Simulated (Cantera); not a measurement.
A closed system holds: 1 mol SiCl4, 7.8 mol H2, held at 500 K and 101000 Pa.

Equilibrium computed with Cantera from the NASA thermochemical tables; the gas is ideal and each condensed phase is pure. Candidate condensed phases: Si; 19 gas species. The numbers say what is thermodynamically allowed, not how fast it happens.

Base state: H2 0.886, SiCl4 0.113, HCl 0.000400, SiHCl3 0.000400 (mole fractions); condensed: gas only.

Question: What changes in the equilibrium state with this change: temperature from 500 K to 1723.15 K?

Answer: 
| species | before | after |
|---|---|---|
| H2 | 0.886 | 0.713 |
| HCl | 0.000400 | 0.183 |
| SiCl2 | <1e-9 | 0.0830 |
| SiCl4 | 0.113 | 0.00384 |
| SiCl3 | <1e-9 | 0.0130 |
| H | <1e-9 | 0.000153 |
| Cl | <1e-9 | 3.05e-5 |
| SiH3Cl | <1e-9 | 1.87e-5 |
| SiCl | <1e-9 | 1.51e-5 |
The tables' values for SiCl3, SiCl are old estimates; treat these amounts as uncertain.
